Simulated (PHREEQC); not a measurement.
1 kg of water holding 0.035 mol K2SO4 and 0.29 mol Na2SO4 is evaporated at 50 °C; the solids stay in contact with the brine. The system is closed to CO2. Only these solids could form: Arcanite, Glaserite, Mirabilite, Misenite, Thenardite.

The numbers come from PHREEQC with the Pitzer model, pitzer.dat.

Problem. Predict Glaserite (mol) at water left (kg) = 0.01979, 0.00903.

Solution. 
```csv
water left (kg),Glaserite (mol)
0.01979,0.0154
0.00903,0.0197
```

Constants without temperature data keep their 25 °C values here.
